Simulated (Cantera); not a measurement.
Charge: 1 mol CH3SiH3, 0.13 mol C3H8, 9.3 mol H2, at 2127 °C and 60000 Pa.

These are equilibrium values from Cantera (NASA tables, ideal gas, pure condensed phases), not measurements of a reactor. Candidate condensed phases: C, C6H6, C7H8, C8H18, Si, SiC; 87 gas species. The feed counts by its element totals alone. Gases not in the tables: Si2H6 and higher silanes. Rates play no part.

**Question.** What is the equilibrium state?

**Answer.** 
| Item | Result |
|---|---|
| x(H2) | 0.972 |
| x(H) | 0.0202 |
| x(C2H2 (acetylene)) | 0.00677 |
| x(Si) | 0.000680 |
| x(SiH) | 0.000161 |
| x(SiC2) | 0.000131 |
| x(SiH2) | 0.000128 |
| x(CH4) | 0.000101 |
| x(Si2C) | 7.43e-5 |
| n(C(graphite)) | 0.223 mol |
| n(SiC(s)) | 0.984 mol |
| gas amount | 12.96 mol |
| log10 activity of Si(l) (absent) | -0.73 |
